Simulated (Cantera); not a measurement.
An isothermal, constant-pressure homogeneous reactor starts with 0.564 % CH4, 99.0 % H2, 0.485 % O2, equivalence ratio 100, at 2725 K and 100.0 Torr.

Detailed kinetics in Cantera: GRI-Mech 3.0 (53 species, 325 reactions).

One state of this run: x CH4 = 8.99e-5; x H2 = 0.906; x O2 = 2.38e-8; x CH2 = 2.22e-5; x CH3 = 0.000141; x CH2O = 4.81e-8; x HCO = 4.93e-8. x: mole fraction; the columns are a selection and need not sum to one.

Question: Which value of t (s) does it belong to?
A. 0.00229
B. 0.0105
C. 0.00107
D. 0.219

Answer: A, 0.00229
